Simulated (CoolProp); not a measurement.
The numbers come from the reference Helmholtz-energy equation of state, Span 1996 in CoolProp.

For carbon dioxide, give the phase and the Joule-Thomson coefficient (K/MPa), viscosity (µPa s) at 109.95 °C and 101 kPa.


- 109.95 °C and 101 kPa: gas; Joule-Thomson coefficient 5.89, viscosity 18.9

Viscosity comes from a separate model (Laesecke 2017).
